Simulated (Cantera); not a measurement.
A perfectly stirred reactor is fed with 5.03 % H2, 95.0 % O2, at 21.0 Torr; it is held at 1325 K, and followed from long to short residence time.

Detailed kinetics in Cantera: GRI-Mech 3.0 (53 species, 325 reactions). Radical loss at walls, strong at low pressure, is not modelled. The temperature is held fixed by assumption; the heat of reaction is taken as removed at once.

One state of this run: x H2 = 0.00359; x O2 = 0.915; x H = 0.00646; x O = 0.0282; x HO2 = 5.32e-6; x OH = 0.00599; x H2O = 0.0407. x: mole fraction; the columns are a selection and need not sum to one.

Which value of τ (s) does it belong to?
A) 0.0016
B) 0.22
C) 0.0082
D) 0.51

A, 0.0016
